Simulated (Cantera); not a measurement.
A diamond (100) surface in a fixed gas of H2 with x(CH4) = 0.012, x(CH3) = 1.9e-05, at 1323 K, 19.5 Torr; coverages are run to steady state.

Model: the Harris–Goodwin 1993 mechanism for the reconstructed diamond (100) surface, integrated in Cantera.

One state of this run: growth (µm/h) = 0.375; θ c6HH = 0.362; θ c6H* = 0.0527; θ c6*H = 0.533; θ c6** = 0.0525. θ: site fractions in the mechanism's names (c6HH fully hydrogenated, c6H* and c6*H radical sites, c6** diradical, c6HM methylated).

Problem. Which value of x(H) does it belong to?
A) 0.0001
B) 0.00063
C) 0.0016
D) 0.16

Solution. D, 0.16
